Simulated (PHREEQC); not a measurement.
Dissolve 0.24 mol NH4Cl and 0.003 mol Na2CO3 per kg of water at 25 °C. Closed to the air; pH follows from the charge balance.

All values are PHREEQC results (ion-association model, wateq4f.dat), not measurements.

Each row changes one thing in this solution. Precipitation was switched off in this run.

```
case                                               pH  ionic strength (mol/kgw)  NH3 (mol/kgw)
-----------------------------------------------  ----  ------------------------  -------------
as made                                          7.50                     0.243        0.00313
Na2CO3 from 0.003 to 0.0003 mol/kgw              6.58                     0.240       0.000387
0.08 mol/kgw Na2SO4 added                        7.55                     0.411        0.00309
Na2CO3 replaced by Na2SeO3 at the same molality  7.40                     0.244        0.00251
Na2CO3 replaced by KHCO3 at the same molality    6.79                     0.242       0.000614
NH4Cl from 0.24 to 0.36 mol/kgw                  7.33                     0.363        0.00319
```

Complexes and solids missing from the database can't appear.
